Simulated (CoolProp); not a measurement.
Properties of R1336mzz(Z) at several states.

Values from CoolProp's reference Helmholtz-energy equation of state, McLinden 2020.

```
T (K)  p (kPa)   phase  density (kg/m³)  Joule-Thomson coefficient (K/MPa)  expansivity (1/kK)  fugacity coefficient
-----  -------  ------  ---------------  ---------------------------------  ------------------  --------------------
221        898  liquid             1552                            -0.4127               1.463              0.001087
197.1      156  liquid             1605                            -0.4513               1.397             0.0006413
315.9      392  liquid             1318                            -0.2053               2.089                0.3411
318.1      260  liquid             1312                            -0.1963               2.122                0.5486
460.9      349     gas            15.54                              8.999               2.503                0.9628
464.4      805     gas            37.53                              9.324               3.005                0.9174
```
